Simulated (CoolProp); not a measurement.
Properties of CHF3 (R23) at several states (Tc = 26.1 °C, pc = 4.832 MPa, ω = 0.263).

Model: reference Helmholtz-energy equation of state, Penoncello 2003, in CoolProp.

```json
[
 {"T (°C)": "31.75", "p (MPa)": "0.0789", "phase": "gas", "cp (kJ/(kg K))": "0.7442", "cv (kJ/(kg K))": "0.6222", "isothermal compressibility (1/MPa)": "12.75", "conductivity (mW/(m K))": "___", "Prandtl number": "0.813"},
 {"T (°C)": "-56.95", "p (MPa)": "0.0207", "phase": "gas", "cp (kJ/(kg K))": "0.6193", "cv (kJ/(kg K))": "___", "isothermal compressibility (1/MPa)": "48.55", "conductivity (mW/(m K))": "9.10", "Prandtl number": "0.735"},
 {"T (°C)": "-119.15", "p (MPa)": "0.0484", "phase": "liquid", "cp (kJ/(kg K))": "___", "cv (kJ/(kg K))": "0.7208", "isothermal compressibility (1/MPa)": "0.0009948", "conductivity (mW/(m K))": "___", "Prandtl number": "___"}
]
```

### Question
Some entries are withheld; supply them.

### Answer

- 31.75, conductivity (mW/(m K)): 13.9
- -56.95, cv (kJ/(kg K)): 0.4971
- -119.15, cp (kJ/(kg K)): 1.199
- -119.15, conductivity (mW/(m K)): 179
- -119.15, Prandtl number: 4.26

Viscosity comes from a separate model (Shan 2000). Thermal conductivity comes from a separate model (Shan 2000).
